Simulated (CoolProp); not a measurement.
Aqueous lithium chloride as a coolant, at -1 °C, 1 atm.

Computed with CoolProp (Melinder's fits for secondary coolants).

| mass % | freezing point (°C) | density (kg/m³) | Prandtl number | viscosity (mPa s) | cp (kJ/(kg K)) |
|---|---|---|---|---|---|
| 5.2 | -5.3 | 1031 | 15.1 | 2.13 | 3.903 |
| 7.5 | -8.4 | 1045 | 15.8 | 2.28 | 3.771 |
| 9.8 | -11.9 | 1059 | 16.6 | 2.47 | 3.642 |
| 12 | -16.1 | 1072 | 17.5 | 2.68 | 3.521 |
| 14.3 | -21.8 | 1085 | 18.6 | 2.92 | 3.399 |
| 16.5 | -29.0 | 1099 | 19.8 | 3.18 | 3.288 |
| 18.8 | -38.4 | 1113 | 21.2 | 3.50 | 3.181 |
| 21.1 | -49.2 | 1128 | 23.0 | 3.88 | 3.091 |
| 23.3 | -59.7 | 1142 | 25.2 | 4.31 | 3.027 |
